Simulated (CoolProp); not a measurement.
A single-stage vapour-compression cycle with isobutane: evaporating at 271.15 K (dew point), condensing at 317.15 K (bubble point), superheat 0 K, subcooling 2 K, compressor efficiency 0.8, no pressure losses. Each further row changes one setting.

The numbers come from the reference Helmholtz-energy equation of state, Bücker 2006 in CoolProp.

```
case                              cooling COP  pressure ratio  discharge temperature (K)  refrigerating effect (kJ/kg)  volumetric capacity (kJ/m³)
--------------------------------  -----------  --------------  -------------------------  ----------------------------  ---------------------------
as stated                                3.81            4.03                      319.3                           250                          996
evaporating temperature 276.15 K            …               …                      318.6                             …                            …
condensing temperature 312.15 K             …               …                      314.6                           263                         1050
subcooling 7 K                           4.00            4.03                      319.3                           263                         1050
superheat 10 K                              …            4.03                      329.2                           267                         1020
compressor efficiency 0.7                3.33            4.03                      324.1                           250                          996
```

Question: Complete the blanks.

Answer: 
- evaporating temperature 276.15 K, cooling COP: 4.46
- evaporating temperature 276.15 K, pressure ratio: 3.38
- evaporating temperature 276.15 K, refrigerating effect (kJ/kg): 257
- evaporating temperature 276.15 K, volumetric capacity (kJ/m³): 1210
- condensing temperature 312.15 K, cooling COP: 4.42
- condensing temperature 312.15 K, pressure ratio: 3.54
- superheat 10 K, cooling COP: 3.87
